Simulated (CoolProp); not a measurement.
Neopentane along the isotherm 276.85 °C: fugacity coefficient from the reference equation and from simpler models built on Tc = 160.6 °C, pc = 3.196 MPa, ω = 0.196; each cubic takes its own stable root.

Model: reference Helmholtz-energy equation of state, Lemmon 2006, in CoolProp. It is a short technical equation, of lower accuracy than the large ones.

```
p (MPa)          phase  reference  Soave-Redlich-Kwong  Peng-Robinson
-------  -------------  ---------  -------------------  -------------
0.369              gas     0.9824               0.9831         0.9798
0.738              gas     0.9650                    …         0.9600
1.11               gas     0.9477               0.9499         0.9404
1.48               gas     0.9307               0.9337         0.9215
1.84               gas     0.9143               0.9182         0.9034
2.21               gas     0.8978               0.9026         0.8853
2.58               gas          …               0.8872         0.8676
2.95               gas     0.8654                    …         0.8504
3.32     supercritical     0.8496               0.8574         0.8336
3.69     supercritical     0.8341               0.8429         0.8172
4.06     supercritical     0.8188               0.8288         0.8013
4.43     supercritical     0.8039               0.8150         0.7859
4.79     supercritical          …               0.8019         0.7714
```

Question: What belongs in the gaps?

Answer: 
- 0.738, Soave-Redlich-Kwong: 0.9664
- 2.58, reference: 0.8815
- 2.95, Soave-Redlich-Kwong: 0.8722
- 4.79, reference: 0.7896
